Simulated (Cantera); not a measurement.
A Cantera script and what it prints.

```python
import numpy as np
import cantera as ct

gas_names = """
    Fe FeO Fe(OH)2 H HNO HNO2 HNO3 HO2 H2 H2O H2O2 N NH NH2 NH3 NH2OH NO NO2 NO3 N2 N2H2 N2H4 N2O O OH
    O2 O3
""".split()
cond_names = """
    Fe(a) Fe(c) Fe(d) Fe(L) FeO(s) FeO(L) Fe(OH)2(s) Fe(OH)3(s) Fe2O3(s) Fe3O4(s) H2O(s) H2O(L)
""".split()


# ... load() reads the species with a 1 bar reference pressure and builds the phases ...
atoms = {
    'Fe3O4': {'Fe': 3, 'O': 4},
    'H2': {'H': 2},
    'N2': {'N': 2},
}
top_T = {'Fe2O3(s)': 1830, 'Fe3O4(s)': 1870}  # K; cautious upper limits of use, not melting points


# ... equilibrate(T, P, feed) seeds the gas with the atoms and calls Mixture.equilibrate('TP', solver="vcs", rtol=1e-11, max_steps=5000) ...
results = []
T = 2023  # K
P = 101325  # Pa
for m in [1.8, 2.5, 3.4, 4.6, 6.3, 8.5, 12, 16, 21, 29, 40, 54, 73]:
    feed = {'Fe3O4': 1, 'H2': 6.5, 'N2': m}  # mol
    mix = equilibrate(T, P, feed)
    results.append((T, P, feed, dict(zip(mix.species_names, mix.species_moles))))

top = {s: max(r[3][s] / sum(r[3][g] for g in gas_names) for r in results) for s in gas_names}
cols = sorted((s for s in top if top[s] > 1e-05), key=lambda s: -top[s])[:8]
seen = [c for c in cond_names if any(r[3].get(c, 0) > 1e-12 for r in results)]
print("log10 of partial pressures in bar; condensed amounts in mol")
print(f"{'n(N2)':>10s}" + "".join(f"{s[:9]:>10s}" for s in cols + seen))
for T, P, feed, n in results:
    ng = sum(n[g] for g in gas_names)
    print(f"{feed['N2']:10.4g}" + "".join(f"{np.log10(max(n[s] / ng * P / 1e5, 1e-99)):10.3f}" for s in cols)
          + "".join(f"{n.get(c, 0):10.4g}" for c in seen))
```

Output:

```
log10 of partial pressures in bar; condensed amounts in mol
     n(N2)        N2        H2       H2O         H        Fe   Fe(OH)2        OH     Fe(L)    FeO(L)
       1.8    -0.659    -0.269    -0.596    -2.856    -3.327    -3.955    -4.165     1.076     1.919
       2.5    -0.551    -0.304    -0.631    -2.874    -3.327    -3.991    -4.183     1.076     1.919
       3.4    -0.459    -0.346    -0.673    -2.894    -3.327    -4.032    -4.204     1.076     1.919
       4.6    -0.377    -0.395    -0.722    -2.919    -3.327    -4.082    -4.228     1.075     1.919
       6.3    -0.303    -0.457    -0.784    -2.950    -3.327    -4.144    -4.259     1.074     1.919
       8.5    -0.241    -0.526    -0.853    -2.984    -3.327    -4.212    -4.294     1.073     1.919
        12    -0.183    -0.617    -0.944    -3.030    -3.327    -4.304    -4.339     1.071     1.919
        16    -0.143    -0.702    -1.029    -3.073    -3.327    -4.389    -4.382     1.069     1.919
        21    -0.112    -0.789    -1.117    -3.116    -3.327    -4.476    -4.426     1.066      1.92
        29    -0.082    -0.900    -1.227    -3.172    -3.327    -4.587    -4.481     1.062      1.92
        40    -0.060    -1.018    -1.345    -3.230    -3.327    -4.704    -4.540     1.057      1.92
        54    -0.044    -1.132    -1.459    -3.288    -3.327    -4.819    -4.597      1.05     1.921
        73    -0.032    -1.251    -1.578    -3.347    -3.327    -4.937    -4.656     1.041     1.921
```

Cantera equilibrium calculation (NASA polynomials, part measured and part estimated; ideal gas, pure solids and liquids). Each liquid is taken as pure. Mutual solubility and eutectic melting of coexisting phases are not modelled. The tables' stoichiometric FeO is somewhat more stable than real wüstite, so its field is too wide. FeO: taken at fixed stoichiometry.
